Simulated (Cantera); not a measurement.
An isothermal, constant-pressure homogeneous reactor starts with 26.2 % H2, 16.4 % O2, 57.4 % N2, equivalence ratio 0.80, at 1023 K and 1.00 bar.

Model: GRI-Mech 3.0 (53 species, 325 reactions), integrated in Cantera. The temperature is held fixed by assumption; the heat of reaction is taken as removed at once.

x: mole fraction; the columns are a selection and need not sum to one.

| t (s) | x H2 | x O2 | x HO2 | x NO | x NO2 |
|---|---|---|---|---|---|
| 0.000800 | 0.0586 | 0.0658 | 7.40e-5 | (withheld) | 1.59e-7 |
| 0.00165 | 0.0583 | 0.0657 | 6.25e-5 | (withheld) | 1.90e-7 |
| 0.00340 | 0.0574 | 0.0652 | 7.04e-5 | (withheld) | 1.68e-7 |
| 0.00701 | 0.0549 | 0.0640 | 7.78e-5 | 2.45e-7 | 1.47e-7 |
| 0.0144 | 0.0488 | 0.0610 | 7.70e-5 | 2.49e-7 | 1.43e-7 |
| 0.0298 | 0.0382 | 0.0560 | 6.88e-5 | 2.39e-7 | 1.54e-7 |
| 0.0614 | 0.0239 | 0.0491 | 5.56e-5 | 2.20e-7 | 1.76e-7 |
| 0.126 | 0.00995 | 0.0425 | 3.73e-5 | (withheld) | 2.19e-7 |
| 0.261 | 0.00235 | 0.0388 | 1.72e-5 | (withheld) | 2.95e-7 |
| 0.537 | 0.000471 | 0.0380 | 5.39e-6 | (withheld) | 3.58e-7 |
| 1.11 | 0.000120 | 0.0378 | 1.73e-6 | (withheld) | 3.80e-7 |
| 2.28 | 3.17e-5 | 0.0378 | 5.83e-7 | (withheld) | 3.86e-7 |
| 4.71 | 6.32e-6 | 0.0377 | 1.58e-7 | (withheld) | 3.81e-7 |
| 9.70 | 4.74e-7 | 0.0377 | 1.88e-8 | (withheld) | 3.23e-7 |
| 20.0 | 2.15e-9 | 0.0377 | 1.96e-9 | (withheld) | 8.23e-8 |

Task: Complete the blanks.

Result: 
- 0.000800, x NO: 2.33e-7
- 0.00165, x NO: 2.01e-7
- 0.00340, x NO: 2.24e-7
- 0.126, x NO: 1.79e-7
- 0.261, x NO: 1.05e-7
- 0.537, x NO: 4.23e-8
- 1.11, x NO: 1.95e-8
- 2.28, x NO: 1.37e-8
- 4.71, x NO: 1.92e-8
- 9.70, x NO: 7.74e-8
- 20.0, x NO: 3.18e-7
